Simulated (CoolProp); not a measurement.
The numbers come from the reference Helmholtz-energy equation of state, Wagner 2002 in CoolProp.

Q: For water, give the phase and the speed of sound (m/s), Prandtl number at 334.15 °C and 10.3 kPa.

A: 
- 334.15 °C and 10.3 kPa: gas; speed of sound 603, Prandtl number 0.933

Viscosity comes from a separate model (Huber 2009). Thermal conductivity comes from a separate model (Huber 2012).
